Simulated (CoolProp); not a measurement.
Aqueous methanol as a coolant, at 12 °C, 1 atm.

The numbers come from the Melinder's fits for secondary coolants in CoolProp.

| mass % | freezing point (°C) | viscosity (mPa s) | conductivity (W/(m K)) | Prandtl number | density (kg/m³) |
|---|---|---|---|---|---|
| 2.5 | -1.4 | 1.33 | 0.569 | 9.89 | 995.0 |
| 10.1 | -6.6 | 1.66 | 0.527 | 13.3 | 983.0 |
| 17.7 | -12.9 | 1.98 | 0.487 | 16.8 | 972.5 |
| 25.3 | -20.4 | 2.22 | 0.449 | 19.9 | 962.1 |
| 32.9 | -29.2 | 2.36 | 0.413 | 22.3 | 950.8 |
| 40.5 | -39.4 | 2.36 | 0.380 | 23.4 | 938.3 |
| 48.1 | -51.3 | 2.27 | 0.350 | 23.3 | 924.6 |
